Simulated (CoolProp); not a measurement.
Values from CoolProp's reference Helmholtz-energy equation of state, Lemmon 2005. It is a short technical equation, of lower accuracy than the large ones.

Problem. For cis-2-butene, give the phase and the speed of sound (m/s), Joule-Thomson coefficient (K/MPa), isothermal compressibility (1/MPa), fugacity coefficient at 396.3 K and 0.794 MPa; 396.3 K and 3.18 MPa.

Solution. 
- 396.3 K and 0.794 MPa: gas; speed of sound 232, Joule-Thomson coefficient 13.4, isothermal compressibility 1.41, fugacity coefficient 0.912
- 396.3 K and 3.18 MPa: liquid; speed of sound 461, Joule-Thomson coefficient 0.632, isothermal compressibility 0.0163, fugacity coefficient 0.540
